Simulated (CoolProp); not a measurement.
A single-stage vapour-compression cycle with CH2F2 (R32): evaporating at 202.15 K (dew point), condensing at 265.15 K (bubble point), superheat 2 K, subcooling 5 K, compressor efficiency 0.85, no pressure losses. Each further row changes one setting.

Computed with CoolProp (reference Helmholtz-energy equation of state, Tillner-Roth 1997).

| case | cooling COP | pressure ratio | discharge temperature (K) | refrigerating effect (kJ/kg) | volumetric capacity (kJ/m³) |
|---|---|---|---|---|---|
| as stated | [?] | 18.4 | 389.3 | 310 | 328 |
| evaporating temperature 207.15 K | 2.37 | 13.6 | [?] | 313 | 441 |
| condensing temperature 260.15 K | 2.30 | [?] | [?] | 318 | 337 |
| subcooling 10 K | 2.12 | 18.4 | 389.3 | 318 | 337 |
| superheat 12 K | [?] | 18.4 | [?] | 318 | 319 |
| compressor efficiency 0.75 | 1.83 | 18.4 | 408.8 | 310 | 328 |

### Question
Complete the blanks.

### Answer

- as stated, cooling COP: 2.07
- evaporating temperature 207.15 K, discharge temperature (K): 374.4
- condensing temperature 260.15 K, pressure ratio: 15.5
- condensing temperature 260.15 K, discharge temperature (K): 376.7
- superheat 12 K, cooling COP: 2.02
- superheat 12 K, discharge temperature (K): 403.9
